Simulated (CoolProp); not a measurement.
Vapour-liquid equilibrium of R125 (1) + R245fa (2) at 254.5 K; x and y are mole fractions of (1).

The numbers come from the multi-fluid Helmholtz-energy mixture model, Lemmon 2005 and Akasaka 2015; pair parameters Bell 2016 in CoolProp.

| x | bubble pressure, mixture model (bar) | bubble pressure, Raoult's law (bar) | y, mixture model | y, Raoult's law |
|---|---|---|---|---|
| 0.05 | 0.4055 | 0.3779 | 0.499 | 0.469 |
| 0.2 | 0.9432 | 0.8782 | 0.811 | 0.808 |
| 0.35 | 1.437 | 1.379 | 0.894 | 0.900 |
| 0.5 | 1.909 | 1.879 | 0.935 | 0.944 |
| 0.65 | 2.378 | 2.379 | 0.961 | 0.969 |
| 0.8 | 2.859 | 2.880 | 0.980 | 0.985 |
| 0.95 | 3.368 | 3.380 | 0.995 | 0.997 |

The largest gap from Raoult's law is +7.4 % in bubble pressure, at x = 0.2. No azeotrope shows between x = 0.05 and 0.95.

The pair parameters rest on a limited set of measurements; away from them the model extrapolates. The gap from Raoult's law changes sign with composition, which may be real or a fault of the pair parameters; it wasn't checked against measurements.
